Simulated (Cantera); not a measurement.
Mixture: CH4 : H2 : O2 : N2 = 1 : 0.39 : 1.83 : 6.88 (molar parts), at 1.58 atm, adiabatic and at constant pressure. Ignition delay is the time to a rise of 400 K.

Detailed kinetics in Cantera: GRI-Mech 3.0 (53 species, 325 reactions).

Question: What does this change do: 0.83 parts H2O added?

Answer: 
```tsv
quantity	before	after
delay at 1225 K	2.06 ms	2.34 ms
delay at 1425 K	0.395 ms	0.471 ms
delay at 1625 K	0.103 ms	0.116 ms
delay at 1825 K	35.8 µs	37.7 µs
delay at 2025 K	15.1 µs	15.1 µs
apparent activation energy between 1925 and 2125 K	130 kJ/mol	140 kJ/mol
```

Question: What does this change do: pressure from 1.58 atm to 19.7 atm?

Answer: 
```tsv
quantity	before	after
delay at 1225 K	2.06 ms	0.218 ms
delay at 1425 K	0.395 ms	45.5 µs
delay at 1625 K	0.103 ms	13.3 µs
delay at 1825 K	35.8 µs	4.34 µs
delay at 2025 K	15.1 µs	1.64 µs
apparent activation energy between 1925 and 2125 K	130 kJ/mol	150 kJ/mol
```
The pressure lies above the range GRI-Mech 3.0 was tuned for (to about 10 atm).
